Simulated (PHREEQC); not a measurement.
Solution (20 °C): 0.03 mol/kgw FeSO4, 0.00088 mol/kgw H3AsO4, 0.0023 mol/kgw H2SO4 and 0.0042 mol/kgw Na2SO4. Closed to the air; pH follows from the charge balance.

Computed with PHREEQC (ion-association model, wateq4f.dat).

```yaml
pH: 2.64
ionic_strength: 0.0903 mol/kgw
total_alkalinity: -5.48 meq/kg
```

| species | molality | activity | log γ |
|---|---|---|---|
| SO4-2 | 0.0227 | 0.00882 | -0.411 |
| Fe+2 | 0.0188 | 0.00782 | -0.382 |
| FeSO4 | 0.0109 | 0.0112 | 0.009 |
| Na+ | 0.00806 | 0.00637 | -0.102 |
| H+ | 0.00278 | 0.00231 | -0.081 |
| HSO4- | 0.00227 | 0.00178 | -0.105 |
| H2AsO4- | 0.000657 | 0.000518 | -0.103 |
| NaSO4- | 0.000343 | 0.000273 | -0.099 |
| H3AsO4 | 0.000223 | 0.000227 | 0.009 |
| FeHSO4+ | 0.000212 | 0.000167 | -0.103 |
| HAsO4-2 | 3.93e-8 | 1.52e-8 | -0.413 |

Precipitation was switched off in this run. Species that the database lacks are ignored.
